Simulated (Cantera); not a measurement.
Input (Python, Cantera) and output of one run.

```python
import numpy as np
import cantera as ct

gas_names = [...]  # 151 gases of nasa_gas.yaml made of C, H, N, O, Si
cond_names = """
    C(gr) C6H6(L) C7H8(L) C8H18(L),n-octa H2O(s) H2O(L) Si(cr) Si(L) SiC(b) SiO2(Lqz) SiO2(hqz) SiO2(L)
    Si2N2O(s) Si3N4(a)
""".split()


# ... load() reads the species with a 1 bar reference pressure and builds the phases ...
atoms = {
    'SiC': {'Si': 1, 'C': 1},
    'H2O': {'H': 2, 'O': 1},
    'N2': {'N': 2},
}
top_T = {'C(gr)': 4500, 'SiC(b)': 3050, 'Si2N2O(s)': 2100, 'Si3N4(a)': 2400}  # K; cautious upper limits of use, not melting points


# ... equilibrate(T, P, feed) seeds the gas with the atoms and calls Mixture.equilibrate('TP', solver="vcs", rtol=1e-11, max_steps=5000) ...
results = []
feed = {'SiC': 1, 'H2O': 0.31, 'N2': 11}  # mol
T = 2173.15  # K
P = 43000  # Pa
mix = equilibrate(T, P, feed)
results.append((T, P, feed, dict(zip(mix.species_names, mix.species_moles))))
print(gas.report(threshold=1e-06))
for i in range(1, mix.n_phases):
    print(f"{mix.phase(i).name:16s} {mix.phase_moles(i):12.5e} mol")
```

Result:

```
       temperature   2173.2 K
          pressure   43000 Pa
           density   0.065513 kg/m^3
  mean mol. weight   27.529 kg/kmol
   phase of matter   gas

                          1 kg             1 kmol
                     ---------------   ---------------
          enthalpy        2.1856e+06        6.0166e+07  J
   internal energy        1.5292e+06        4.2097e+07  J
           entropy            9556.1        2.6307e+05  J/K
    Gibbs function       -1.8581e+07       -5.1152e+08  J
 heat capacity c_p            1317.4             36266  J/K
 heat capacity c_v            1015.4             27952  J/K

                      mass frac. Y      mole frac. X     chem. pot. / RT
                     ---------------   ---------------   ---------------
                CO          0.013694          0.013458           -39.258
                 H        4.3286e-05         0.0011822           -12.126
               HCN        0.00049534        0.00050455           -31.277
               HNC        3.7573e-05        3.8272e-05           -31.277
                H2         0.0018866          0.025762           -24.251
                N2           0.96178           0.94512           -28.124
                Si        0.00056643        0.00055521           -6.5233
               SiH        2.8816e-05        2.7266e-05           -18.649
              SiH2         6.232e-06        5.6994e-06           -30.774
               SiN        9.6382e-05        6.3035e-05           -20.586
               SiO          0.021116          0.013186           -40.692
               Si2        1.4495e-05        7.1039e-06           -13.047
              Si2C        7.3497e-05        2.9675e-05           -18.136
              Si2N        0.00015288        5.9972e-05           -27.109
               Si3         3.622e-06        1.1834e-06            -19.57
     [ +136 minor]        3.0471e-06        2.4974e-06

C(gr)             0.00000e+00 mol
Si(L)             0.00000e+00 mol
SiC(b)            8.36709e-01 mol
SiO2(L)           0.00000e+00 mol
Si3N4(a)          0.00000e+00 mol
```

These are equilibrium values from Cantera (NASA tables, ideal gas, pure condensed phases), not measurements of a reactor. The tables' values for SiN are old estimates; treat these amounts as uncertain.
